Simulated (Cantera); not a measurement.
A freely propagating, adiabatic, planar premixed flame of C2H6 : O2 : N2 : CO2 = 1 : 2.92 : 14.6 : 1.5 (molar parts), equivalence ratio 1.2, unburnt at 575 K and 5.43 atm; mixture-averaged transport, grid criteria slope 0.08 and curve 0.16, no radiation.

Cantera simulation using GRI-Mech 3.0 (53 species, 325 reactions); the numbers are that mechanism's predictions, not measurements. Burning velocities carry a grid error of a few per cent, more on coarse grids.

x: mole fraction of selected species; z is measured from the peak of heat release.

```json
[
 {"z (mm)": "-0.482", "T (K)": "576", "u (m/s)": "0.280", "x C2H6": "0.0499", "x O2": "0.145", "x CO2": "0.0748", "x C2H2": "(withheld)", "x CH2": "<1e-8", "x NO": "<1e-8"},
 {"z (mm)": "-0.322", "T (K)": "584", "u (m/s)": "0.285", "x C2H6": "0.0496", "x O2": "0.144", "x CO2": "0.0746", "x C2H2": "(withheld)", "x CH2": "<1e-8", "x NO": "<1e-8"},
 {"z (mm)": "-0.241", "T (K)": "609", "u (m/s)": "0.297", "x C2H6": "0.0490", "x O2": "0.142", "x CO2": "0.0745", "x C2H2": "(withheld)", "x CH2": "<1e-8", "x NO": "1.90e-8"},
 {"z (mm)": "-0.161", "T (K)": "714", "u (m/s)": "0.352", "x C2H6": "0.0457", "x O2": "0.131", "x CO2": "0.0748", "x C2H2": "(withheld)", "x CH2": "<1e-8", "x NO": "1.47e-7"},
 {"z (mm)": "-0.0804", "T (K)": "1075", "u (m/s)": "0.541", "x C2H6": "0.0288", "x O2": "0.0924", "x CO2": "0.0796", "x C2H2": "(withheld)", "x CH2": "<1e-8", "x NO": "2.28e-6"},
 {"z (mm)": "-0.0402", "T (K)": "1395", "u (m/s)": "0.713", "x C2H6": "0.0103", "x O2": "0.0575", "x CO2": "0.0867", "x C2H2": "(withheld)", "x CH2": "5.71e-7", "x NO": "7.71e-6"},
 {"z (mm)": "0", "T (K)": "1700", "u (m/s)": "0.877", "x C2H6": "0.000392", "x O2": "0.0237", "x CO2": "0.0977", "x C2H2": "(withheld)", "x CH2": "1.52e-5", "x NO": "1.46e-5"},
 {"z (mm)": "0.0402", "T (K)": "1837", "u (m/s)": "0.946", "x C2H6": "6.20e-7", "x O2": "0.00757", "x CO2": "0.108", "x C2H2": "(withheld)", "x CH2": "7.62e-6", "x NO": "2.43e-5"},
 {"z (mm)": "0.0804", "T (K)": "1881", "u (m/s)": "0.967", "x C2H6": "<1e-8", "x O2": "0.00288", "x CO2": "0.115", "x C2H2": "(withheld)", "x CH2": "6.61e-7", "x NO": "3.04e-5"},
 {"z (mm)": "0.161", "T (K)": "1916", "u (m/s)": "0.982", "x C2H6": "<1e-8", "x O2": "0.000931", "x CO2": "0.119", "x C2H2": "(withheld)", "x CH2": "<1e-8", "x NO": "3.43e-5"},
 {"z (mm)": "0.322", "T (K)": "1940", "u (m/s)": "0.993", "x C2H6": "<1e-8", "x O2": "0.000284", "x CO2": "0.120", "x C2H2": "<1e-8", "x CH2": "<1e-8", "x NO": "3.59e-5"},
 {"z (mm)": "0.643", "T (K)": "1951", "u (m/s)": "0.999", "x C2H6": "<1e-8", "x O2": "6.75e-5", "x CO2": "0.120", "x C2H2": "<1e-8", "x CH2": "<1e-8", "x NO": "3.64e-5"},
 {"z (mm)": "1.29", "T (K)": "1956", "u (m/s)": "1.00", "x C2H6": "<1e-8", "x O2": "1.44e-5", "x CO2": "0.120", "x C2H2": "<1e-8", "x CH2": "<1e-8", "x NO": "3.65e-5"}
]
```

**Question.** What belongs in the gaps?

**Answer.** 
- -0.482, x C2H2: 3.15e-7
- -0.322, x C2H2: 3.74e-6
- -0.241, x C2H2: 1.67e-5
- -0.161, x C2H2: 9.32e-5
- -0.0804, x C2H2: 0.000468
- -0.0402, x C2H2: 0.000920
- 0, x C2H2: 0.00124
- 0.0402, x C2H2: 0.000248
- 0.0804, x C2H2: 1.74e-5
- 0.161, x C2H2: 2.07e-7
